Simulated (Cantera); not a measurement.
Input (Python, Cantera):

```python
import numpy as np
import cantera as ct

gas = ct.Solution("gri30.yaml")
gas.TPX = 2098, 100000, {'NO': 1, 'N2': 2.6}
reactor = ct.IdealGasConstPressureReactor(gas, energy="off", clone=False)
net = ct.ReactorNet([reactor])
net.rtol, net.atol = 1e-08, 1e-18
show = ['NO', 'O2', 'O', 'N2', 'NO2']
times = np.geomspace(4e-05, 70, 9)

steps = ct.SolutionArray(gas, extra=["t"])
rows = []
print(f"{'t/s':>10s}{'T/K':>9s}{'P/Pa':>11s}" + "".join(f"{s:>11s}" for s in show))
for t in times:
    while net.time < t:
        t_next = net.step()
        steps.append(gas.state, t=t_next)
    rows.append([np.interp(t, steps.t, y) for y in (steps.T, steps.P, *steps(*show).X.T)])
    print(f"{t:10.3e}{rows[-1][0]:9.1f}{rows[-1][1]:11.4g}" + "".join(f"{x:11.3e}" for x in rows[-1][2:]))
rate = np.gradient(steps.T, steps.t)
print("integrator steps:", len(steps.t))
if steps.T.max() > steps.T[0] + 200:
    print(f"time of steepest temperature rise: {steps.t[rate.argmax()]:.4e} s")
gas.TPX = 2098, 100000, {'NO': 1, 'N2': 2.6}
gas.equilibrate("TP")
print(f"equilibrium (TP): T = {gas.T:.1f} K  " + "  ".join(f"{s} {gas[s].X[0]:.3e}" for s in show))
```

Output:

```
       t/s      T/K       P/Pa         NO         O2          O         N2        NO2
 4.000e-05   2098.0      1e+05  2.778e-01  8.465e-08  5.956e-06  7.222e-01  1.692e-06
 2.412e-04   2098.0      1e+05  2.777e-01  4.140e-06  3.648e-05  7.222e-01  1.989e-05
 1.455e-03   2098.0      1e+05  2.771e-01  2.212e-04  1.103e-04  7.225e-01  6.574e-05
 8.774e-03   2098.0      1e+05  2.734e-01  2.024e-03  1.255e-04  7.243e-01  7.467e-05
 5.292e-02   2098.0      1e+05  2.510e-01  1.315e-02  1.904e-04  7.355e-01  1.070e-04
 3.191e-01   2098.0      1e+05  1.400e-01  6.855e-02  3.703e-04  7.909e-01  1.195e-04
 1.925e+00   2098.0      1e+05  1.373e-02  1.317e-01  5.010e-04  8.540e-01  1.602e-05
 1.161e+01   2098.0      1e+05  8.294e-03  1.344e-01  5.057e-04  8.567e-01  9.773e-06
 7.000e+01   2098.0      1e+05  8.294e-03  1.344e-01  5.057e-04  8.567e-01  9.773e-06
integrator steps: 1113
equilibrium (TP): T = 2098.0 K  NO 8.294e-03  O2 1.344e-01  O 5.057e-04  N2 8.567e-01  NO2 9.773e-06
```

Computed with Cantera and GRI-Mech 3.0 (53 species, 325 reactions).
